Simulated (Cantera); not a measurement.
A Cantera script and its output.

```python
import numpy as np
import cantera as ct

gas = ct.Solution("SiF4_NH3_mec.yaml", "gas")
gas.TPX = 1800, 2666, {'NH3': 1, 'H2': 0.14}
reactor = ct.IdealGasConstPressureReactor(gas, energy="off", clone=False)
net = ct.ReactorNet([reactor])
net.rtol, net.atol = 1e-08, 1e-18
show = ['NH3', 'H2', 'NH2', 'N2H2', 'N2']
times = np.geomspace(6e-06, 20, 14)

steps = ct.SolutionArray(gas, extra=["t"])
rows = []
print(f"{'t/s':>10s}{'T/K':>9s}{'P/Pa':>11s}" + "".join(f"{s:>11s}" for s in show))
for t in times:
    while net.time < t:
        t_next = net.step()
        steps.append(gas.state, t=t_next)
    rows.append([np.interp(t, steps.t, y) for y in (steps.T, steps.P, *steps(*show).X.T)])
    print(f"{t:10.3e}{rows[-1][0]:9.1f}{rows[-1][1]:11.4g}" + "".join(f"{x:11.3e}" for x in rows[-1][2:]))
rate = np.gradient(steps.T, steps.t)
print("integrator steps:", len(steps.t))
if steps.T.max() > steps.T[0] + 200:
    print(f"time of steepest temperature rise: {steps.t[rate.argmax()]:.4e} s")
gas.TPX = 1800, 2666, {'NH3': 1, 'H2': 0.14}
gas.equilibrate("TP")
print(f"equilibrium (TP): T = {gas.T:.1f} K  " + "  ".join(f"{s} {gas[s].X[0]:.3e}" for s in show))
```

It prints:

```
       t/s      T/K       P/Pa        NH3         H2        NH2       N2H2         N2
 6.000e-06   1800.0       2666  8.772e-01  1.228e-01  2.017e-07  6.419e-15  8.400e-19
 1.905e-05   1800.0       2666  8.772e-01  1.228e-01  7.386e-07  2.801e-13  3.803e-16
 6.049e-05   1800.0       2666  8.772e-01  1.228e-01  2.462e-06  9.574e-12  1.350e-13
 1.921e-04   1800.0       2666  8.772e-01  1.228e-01  7.931e-06  2.574e-10  3.317e-11
 6.098e-04   1800.0       2666  8.772e-01  1.228e-01  2.527e-05  4.971e-09  4.564e-09
 1.936e-03   1800.0       2666  8.771e-01  1.228e-01  8.004e-05  7.018e-08  3.097e-07
 6.148e-03   1800.0       2666  8.768e-01  1.230e-01  2.469e-04  8.712e-07  1.447e-05
 1.952e-02   1800.0       2666  8.749e-01  1.241e-01  5.175e-04  4.681e-06  3.977e-04
 6.198e-02   1800.0       2666  8.670e-01  1.300e-01  5.406e-04  5.176e-06  2.508e-03
 1.968e-01   1800.0       2666  8.422e-01  1.481e-01  5.284e-04  4.919e-06  9.113e-03
 6.248e-01   1800.0       2666  7.699e-01  2.011e-01  4.943e-04  4.218e-06  2.836e-02
 1.984e+00   1800.0       2666  5.921e-01  3.316e-01  4.120e-04  2.770e-06  7.576e-02
 6.299e+00   1800.0       2666  3.003e-01  5.457e-01  2.594e-04  1.045e-06  1.535e-01
 2.000e+01   1800.0       2666  6.798e-02  7.161e-01  9.207e-05  1.496e-07  2.155e-01
integrator steps: 902
equilibrium (TP): T = 1800.0 K  NH3 2.494e-07  H2 7.647e-01  NH2 1.684e-09  N2H2 3.512e-15  N2 2.334e-01
```

Computed with Cantera and the gas-phase N/H chemistry of the illustrative SiF4/NH3 mechanism in the Surface Chemkin manual (1991). Walls and surfaces, which speed up NH3 decomposition in real reactors, are not modelled.
